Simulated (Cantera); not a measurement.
Feed: 1 mol Si₂H₆, 0.23 mol NO, 11 mol H₂, 7.1 mol H₂O, held at 12000 Pa.

Equilibrium computed with Cantera from the NASA thermochemical tables; the gas is ideal and each condensed phase is pure. Candidate condensed phases: H₂O, Si, SiO₂, Si₂N₂O, Si₃N₄; 35 gas species. The feed counts by its element totals alone. The numbers say what is thermodynamically allowed, not how fast it happens.

Problem. At 1023 K, list the 3 most abundant gas species with their mole fractions, and the condensed phases.

Solution. H₂ 0.838, H₂O 0.157, N₂ 0.00542. Condensed: SiO₂(β-quartz).
